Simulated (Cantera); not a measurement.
## Ammonia decomposition in nitride growth gas

An isothermal, constant-pressure homogeneous reactor starts with NH3 : N2 = 1 : 0.18 (molar parts), at 1900 K and 2300 Pa.

Computed with Cantera and the gas-phase N/H chemistry of the illustrative SiF4/NH3 mechanism in the Surface Chemkin manual (1991). Walls and surfaces, which speed up NH3 decomposition in real reactors, are not modelled.

```json
[
 {"t (s)": "2.00e-6", "x NH3": "0.847", "x N2": "0.153", "x NH2": "1.69e-7", "x H2": "3.79e-8", "x N2H2": "<1e-12"},
 {"t (s)": "6.65e-6", "x NH3": "0.847", "x N2": "0.153", "x NH2": "7.07e-7", "x H2": "2.71e-7", "x N2H2": "<1e-12"},
 {"t (s)": "2.21e-5", "x NH3": "0.847", "x N2": "0.153", "x NH2": "2.71e-6", "x H2": "1.27e-6", "x N2H2": "3.47e-12"},
 {"t (s)": "7.34e-5", "x NH3": "0.847", "x N2": "0.153", "x NH2": "9.43e-6", "x H2": "4.63e-6", "x N2H2": "1.24e-10"},
 {"t (s)": "0.000244", "x NH3": "0.847", "x N2": "0.153", "x NH2": "3.17e-5", "x H2": "1.58e-5", "x N2H2": "3.10e-9"},
 {"t (s)": "0.000810", "x NH3": "0.847", "x N2": "0.153", "x NH2": "0.000106", "x H2": "5.34e-5", "x N2H2": "5.25e-8"},
 {"t (s)": "0.00269", "x NH3": "0.847", "x N2": "0.153", "x NH2": "0.000346", "x H2": "0.000203", "x N2H2": "7.38e-7"},
 {"t (s)": "0.00894", "x NH3": "0.845", "x N2": "0.153", "x NH2": "0.000907", "x H2": "0.00147", "x N2H2": "5.88e-6"},
 {"t (s)": "0.0297", "x NH3": "0.835", "x N2": "0.155", "x NH2": "0.00105", "x H2": "0.00959", "x N2H2": "8.35e-6"},
 {"t (s)": "0.0988", "x NH3": "0.801", "x N2": "0.161", "x NH2": "0.000974", "x H2": "0.0369", "x N2H2": "7.83e-6"},
 {"t (s)": "0.328", "x NH3": "0.701", "x N2": "0.180", "x NH2": "0.000836", "x H2": "0.118", "x N2H2": "6.30e-6"},
 {"t (s)": "1.09", "x NH3": "0.472", "x N2": "0.223", "x NH2": "0.000615", "x H2": "0.305", "x N2H2": "3.44e-6"},
 {"t (s)": "3.62", "x NH3": "0.172", "x N2": "0.279", "x NH2": "0.000303", "x H2": "0.548", "x N2H2": "8.83e-7"},
 {"t (s)": "12.0", "x NH3": "0.0176", "x N2": "0.308", "x NH2": "6.22e-5", "x H2": "0.673", "x N2H2": "5.48e-8"},
 {"t (s)": "40.0", "x NH3": "2.91e-5", "x N2": "0.311", "x NH2": "5.13e-7", "x H2": "0.684", "x N2H2": "9.58e-12"}
]
```
x: mole fraction; the columns are a selection and need not sum to one.

Equilibrium at this temperature and pressure: NH3 1.73e-7, N2 0.311, NH2 3.09e-9, H2 0.684, N2H2 <1e-12 (gas phase only).
